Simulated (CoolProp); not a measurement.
Vapour-liquid equilibrium of CHF3 (R23) (1) + R152A (2) at -33.95 °C; x and y are mole fractions of (1).

The numbers come from the multi-fluid Helmholtz-energy mixture model, Penoncello 2003 and Outcalt 1996; pair parameters Bell 2016 in CoolProp.

```json
[
 {"x": "0.05", "bubble pressure (bar)": "0.9648", "y at the bubble point": "0.361", "dew pressure at overall composition x (bar)": "0.6707", "liquid density (mol/L)": "15.75"},
 {"x": "0.15", "bubble pressure (bar)": "1.651", "y at the bubble point": "0.656", "dew pressure at overall composition x (bar)": "…", "liquid density (mol/L)": "16.02"},
 {"x": "0.25", "bubble pressure (bar)": "…", "y at the bubble point": "0.784", "dew pressure at overall composition x (bar)": "0.8346", "liquid density (mol/L)": "16.29"},
 {"x": "0.35", "bubble pressure (bar)": "3.148", "y at the bubble point": "0.855", "dew pressure at overall composition x (bar)": "0.9506", "liquid density (mol/L)": "16.55"},
 {"x": "0.45", "bubble pressure (bar)": "3.947", "y at the bubble point": "0.899", "dew pressure at overall composition x (bar)": "1.104", "liquid density (mol/L)": "16.80"},
 {"x": "0.55", "bubble pressure (bar)": "…", "y at the bubble point": "0.930", "dew pressure at overall composition x (bar)": "1.315", "liquid density (mol/L)": "17.04"},
 {"x": "0.65", "bubble pressure (bar)": "5.621", "y at the bubble point": "0.952", "dew pressure at overall composition x (bar)": "…", "liquid density (mol/L)": "17.26"},
 {"x": "0.75", "bubble pressure (bar)": "6.491", "y at the bubble point": "0.969", "dew pressure at overall composition x (bar)": "2.129", "liquid density (mol/L)": "…"},
 {"x": "0.85", "bubble pressure (bar)": "7.383", "y at the bubble point": "0.983", "dew pressure at overall composition x (bar)": "3.083", "liquid density (mol/L)": "17.60"},
 {"x": "0.95", "bubble pressure (bar)": "8.308", "y at the bubble point": "0.995", "dew pressure at overall composition x (bar)": "5.540", "liquid density (mol/L)": "17.70"}
]
```

Q: Fill in the missing entries.

A: 
- 0.15, dew pressure at overall composition x (bar): 0.7438
- 0.25, bubble pressure (bar): 2.381
- 0.55, bubble pressure (bar): 4.773
- 0.65, dew pressure at overall composition x (bar): 1.626
- 0.75, liquid density (mol/L): 17.45

No azeotrope shows between x = 0.05 and 0.95.

Pair parameters are fitted to limited data, so mixtures are less certain than the pure fluids.
